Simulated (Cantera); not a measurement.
An isothermal, constant-pressure homogeneous reactor starts with C2H6 : N2 = 1 : 35 (molar parts), at 2000 K and 10.00 Torr.

Model: GRI-Mech 3.0 (53 species, 325 reactions), integrated in Cantera. GRI-Mech 3.0 stops at C3 and has no aromatics, soot or wall deposition, so with more carbon than oxygen in the feed, carbon stays in small species such as C2H2 where larger ones or solid carbon would form. Radical loss at walls, strong at low pressure, is not modelled.

Q: Predict: x(CH4) at 90.0 s; x(H2) at 90.0 s; x(H) at 90.0 s; x(CH2) at 90.0 s; x(HCN) at 90.0 s; x(C2H2) at 90.0 s.

A: 
```json
{
 "x(CH4) at 90.0 s": "7.22e-8 (gas-phase equilibrium 1.56e-7)",
 "x(H2) at 90.0 s": "0.0510 (gas-phase equilibrium 0.0510)",
 "x(H) at 90.0 s": "0.00320 (gas-phase equilibrium 0.00320)",
 "x(CH2) at 90.0 s": "7.27e-9 (gas-phase equilibrium 1.57e-8)",
 "x(HCN) at 90.0 s": "0.000351 (gas-phase equilibrium 0.0435)",
 "x(C2H2) at 90.0 s": "0.0261 (gas-phase equilibrium 0.00448)"
}
```
